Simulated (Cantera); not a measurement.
Input (Python, Cantera) and output of one run.

```python
import numpy as np
import cantera as ct

gas_names = """
    B BF BF2 BF3 BH BHF2 BH2 BH3 BN B2 F F2 H HF H2 H2F2 H3F3 H4F4 H5F5 H6F6 H7F7 N NF NF2 NF3 NH NH2
    NH3 N2 N2H2 N2H4
""".split()
cond_names = """
    B(b) B(L) BN(s)
""".split()


def load(file, names, dense=False):
    # The tables refer to 1 bar. Condensed volumes are neglected.
    table = {s.name: s for s in ct.Species.list_from_file(file)}
    out = []
    for n in names:
        d = dict(table[n].input_data)
        d["thermo"] = dict(d["thermo"], **{"reference-pressure": 1e5})
        if dense:
            d["equation-of-state"] = {"model": "constant-volume", "density": "1e6 g/cm^3"}
        out.append(ct.Species.from_dict(d))
    return out


gas = ct.Solution(thermo="ideal-gas", species=load("nasa_gas.yaml", gas_names))
cond = {s.name: ct.Solution(thermo="fixed-stoichiometry", species=[s], name=s.name)
        for s in load("nasa_condensed.yaml", cond_names, dense=True)}
atoms = {
    'BF3': {'B': 1, 'F': 3},
    'NH3': {'N': 1, 'H': 3},
    'N2': {'N': 2},
}
top_T = {'BN(s)': 3200}  # K; cautious upper limits of use, not melting points


def equilibrate(T, P, feed):
    n = {}
    for name, mol in feed.items():
        for a, k in atoms[name].items():
            n[a] = n.get(a, 0.0) + k * mol
    gas.TPX = T, P, n
    mass = sum(n.values()) * gas.mean_molecular_weight
    gas.equilibrate("TP")
    valid = [c for c in cond.values() if c.min_temp <= T <= top_T.get(c.name, c.max_temp)]
    mix = ct.Mixture([(gas, mass / gas.mean_molecular_weight)] + [(c, 0.0) for c in valid])
    mix.T, mix.P = T, P
    mix.equilibrate("TP", solver="vcs", rtol=1e-11, max_steps=5000)
    return mix


results = []
feed = {'BF3': 1, 'NH3': 4.9, 'N2': 0.35}  # mol
P = 100000  # Pa
for T in [1550, 1600, 1650, 1700, 1750, 1800, 1850, 1900, 1950]:
    mix = equilibrate(T, P, feed)
    results.append((T, P, feed, dict(zip(mix.species_names, mix.species_moles))))
    x = sorted(zip(gas.X, gas.species_names), reverse=True)
    print(f"T = {T:g} K  P = {P:g} Pa  gas = {mix.phase_moles(0):.4g} mol")
    print("   x: " + "  ".join(f"{s} {v:.3e}" for v, s in x if v > 1e-06))
    print("   condensed (mol): " + ("  ".join(f"{mix.phase(i).name} {mix.phase_moles(i):.4g}"
          for i in range(1, mix.n_phases) if mix.phase_moles(i) > 1e-12) or "none"))
```

It prints:

```
T = 1550 K  P = 100000 Pa  gas = 11.15 mol
   x: H2 6.435e-01  N2 2.465e-01  BF3 7.852e-02  HF 2.940e-02  BHF2 1.802e-03  BF2 2.264e-04  H 2.526e-05  NH3 1.372e-05  BF 1.498e-06
   condensed (mol): BN(s) 0.1017
T = 1600 K  P = 100000 Pa  gas = 11.15 mol
   x: H2 6.425e-01  N2 2.464e-01  BF3 7.760e-02  HF 3.082e-02  BHF2 2.277e-03  BF2 4.079e-04  H 4.358e-05  NH3 1.193e-05  BF 4.156e-06
   condensed (mol): BN(s) 0.1045
T = 1650 K  P = 100000 Pa  gas = 11.15 mol
   x: H2 6.414e-01  N2 2.462e-01  BF3 7.656e-02  HF 3.218e-02  BHF2 2.831e-03  BF2 7.076e-04  H 7.275e-05  BF 1.082e-05  NH3 1.047e-05
   condensed (mol): BN(s) 0.1064
T = 1700 K  P = 100000 Pa  gas = 11.16 mol
   x: H2 6.402e-01  N2 2.462e-01  BF3 7.535e-02  HF 3.349e-02  BHF2 3.467e-03  BF2 1.185e-03  H 1.179e-04  BF 2.656e-05  NH3 9.250e-06
   condensed (mol): BN(s) 0.107
T = 1750 K  P = 100000 Pa  gas = 11.16 mol
   x: H2 6.389e-01  N2 2.461e-01  BF3 7.393e-02  HF 3.471e-02  BHF2 4.183e-03  BF2 1.919e-03  H 1.859e-04  BF 6.181e-05  NH3 8.230e-06
   condensed (mol): BN(s) 0.106
T = 1800 K  P = 100000 Pa  gas = 11.17 mol
   x: H2 6.375e-01  N2 2.461e-01  BF3 7.221e-02  HF 3.584e-02  BHF2 4.974e-03  BF2 3.014e-03  H 2.859e-04  BF 1.368e-04  NH3 7.368e-06
   condensed (mol): BN(s) 0.1027
T = 1850 K  P = 100000 Pa  gas = 11.18 mol
   x: H2 6.358e-01  N2 2.461e-01  BF3 7.011e-02  HF 3.685e-02  BHF2 5.828e-03  BF2 4.594e-03  H 4.295e-04  BF 2.891e-04  NH3 6.633e-06
   condensed (mol): BN(s) 0.09633
T = 1900 K  P = 100000 Pa  gas = 11.2 mol
   x: H2 6.338e-01  N2 2.462e-01  BF3 6.752e-02  HF 3.770e-02  BF2 6.800e-03  BHF2 6.724e-03  H 6.318e-04  BF 5.849e-04  NH3 6.001e-06  BH2 1.613e-06
   condensed (mol): BN(s) 0.08584
T = 1950 K  P = 100000 Pa  gas = 11.22 mol
   x: H2 6.315e-01  N2 2.464e-01  BF3 6.434e-02  HF 3.835e-02  BF2 9.775e-03  BHF2 7.632e-03  BF 1.135e-03  H 9.109e-04  NH3 5.453e-06  BH2 3.281e-06
   condensed (mol): BN(s) 0.06979
```

Cantera equilibrium calculation (NASA polynomials, part measured and part estimated; ideal gas, pure solids and liquids). The tables' values for BF2 are old estimates; treat these amounts as uncertain.
